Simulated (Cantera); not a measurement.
Charge: 1 mol CH3SiCl3, 1.1 mol C2H2, 280 mol H2, held at 2400 K and 0.120 bar.

Equilibrium computed with Cantera from the NASA thermochemical tables; the gas is ideal and each condensed phase is pure. Candidate condensed phases: C, C6H6, C7H8, C8H18, Si, SiC; 109 gas species. The feed counts by its element totals alone. The tables' values for SiCl are old estimates; treat these amounts as uncertain. Gases not in the tables: Si2H6 and higher silanes. Rates play no part.

Base state: H2 0.937, H 0.0444, HCl 0.00986, C2H2 (acetylene) 0.00501, Si 0.00236, SiC2 0.000347, Cl 0.000334, SiH 0.000244 (mole fractions); condensed: gas only.

Q: What changes in the equilibrium state with this change: temperature from 2400 K to 1700 K?

A: 
```
species             before     after
----------------  --------  --------
H2                   0.937     0.989
HCl                0.00986    0.0105
H                   0.0444  0.000423
C2H2 (acetylene)   0.00501   7.26e-5
SiCl2              2.16e-5   5.97e-6
SiC2              0.000347     <1e-9
Si2C              0.000156     <1e-9
Si                 0.00236   8.39e-8
C(graphite), mol         0      2.12
SiC(s), mol              0     0.998
```

Q: What changes in the equilibrium state with this change: CH3SiCl3 replaced by CH3SiH3?

A: 
```csv
species,before,after
H2,0.937,0.947
H,0.0444,0.0447
C2H2 (acetylene),0.00501,0.00500
HCl,0.00986,0
Cl,0.000334,0
Si,0.00236,0.00240
SiCl,4.94e-5,0
SiCl2,2.16e-5,0
Si2C,0.000156,0.000161
SiH2,8.55e-5,8.81e-5
SiH,0.000244,0.000251
```
